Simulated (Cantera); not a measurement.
# Adiabatic ignition

An adiabatic, constant-pressure homogeneous reactor starts with 3.05 % CH4, 20.4 % O2, 76.6 % N2, at 1775 K and 548 Torr.

Computed with Cantera and GRI-Mech 3.0 (53 species, 325 reactions).

```
t (s)     T (K)     x CH4   x O2     x CO    x C2H4     x CH3     x CO2       x H
--------  -----  --------  -----  -------  --------  --------  --------  --------
5.00e-6    1775    0.0305  0.204  3.13e-9  2.94e-10   9.67e-6  3.77e-10   3.02e-7
1.04e-5    1775    0.0305  0.204  2.54e-8   4.73e-9   2.35e-5   2.91e-9   3.38e-7
2.17e-5    1775    0.0304  0.204  2.30e-7   6.50e-8   5.74e-5   2.33e-8   4.41e-7
4.51e-5    1775    0.0303  0.203  2.88e-6   9.68e-7  0.000157   2.59e-7   8.62e-7
9.40e-5    1776    0.0294  0.203  8.47e-5   2.43e-5  0.000619   6.97e-6   5.76e-6
0.000196   2118  2.84e-12  0.141   0.0167    <1e-12  3.97e-11    0.0132   0.00355
0.000408   2231    <1e-12  0.136  0.00489    <1e-12    <1e-12    0.0252   0.00254
0.000849   2313    <1e-12  0.138  0.00277    <1e-12    <1e-12    0.0275  0.000895
0.00177    2351    <1e-12  0.139  0.00166    <1e-12    <1e-12    0.0287  0.000399
0.00368    2355    <1e-12  0.139  0.00149    <1e-12    <1e-12    0.0289  0.000341
0.00766    2354    <1e-12  0.139  0.00148    <1e-12    <1e-12    0.0289  0.000337
0.0160     2351    <1e-12  0.138  0.00146    <1e-12    <1e-12    0.0289  0.000331
0.0332     2347    <1e-12  0.137  0.00143    <1e-12    <1e-12    0.0290  0.000320
0.0692     2340    <1e-12  0.135  0.00138    <1e-12    <1e-12    0.0290  0.000306
0.144      2335    <1e-12  0.134  0.00135    <1e-12    <1e-12    0.0290  0.000294
0.300      2333    <1e-12  0.134  0.00134    <1e-12    <1e-12    0.0291  0.000290
```
x: mole fraction; the columns are a selection and need not sum to one.

```json
{
  "time_of_steepest_temperature_rise": "0.170 ms",
  "temperature at 0.300 s": "2333 K",
  "equilibrium_temperature": "2333 K",
  "x(CH4) at 0.300 s": "<1e-12 (gas-phase equilibrium <1e-12)",
  "x(O2) at 0.300 s": "0.134 (gas-phase equilibrium 0.134)",
  "x(CO) at 0.300 s": "0.00134 (gas-phase equilibrium 0.00134)"
}
```
